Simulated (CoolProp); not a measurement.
A closed Brayton cycle with carbon dioxide: compressor inlet 305.15 K and 9.8 MPa, high pressure 24.9 MPa, turbine inlet 715 K, compressor efficiency 0.89, turbine efficiency 0.9, recuperator effectiveness 0.95 (on enthalpy, no pinch check). Each further row changes one setting.

Computed with CoolProp (reference Helmholtz-energy equation of state, Span 1996).

```
case                           thermal efficiency (%)  net work (kJ/kg)  compressor to turbine work  compressor exit (K)  turbine exit (K)
-----------------------------  ----------------------  ----------------  --------------------------  -------------------  ----------------
as stated                                        36.1              82.5                        0.21                326.5             611.3
turbine inlet 665 K                              33.8        (withheld)                        0.23                326.5             565.1
compressor inlet 315.15 K                  (withheld)              77.5                  (withheld)           (withheld)             611.3
high pressure 21.2 MPa                           35.9              71.0                        0.19                322.1             628.8
recuperator effectiveness 0.5                    20.5              82.5                        0.21                326.5             611.3
```

Q: Fill in the missing entries.

A: 
- turbine inlet 665 K, net work (kJ/kg): 73.5
- compressor inlet 315.15 K, thermal efficiency (%): 33.1
- compressor inlet 315.15 K, compressor to turbine work: 0.26
- compressor inlet 315.15 K, compressor exit (K): 351.9
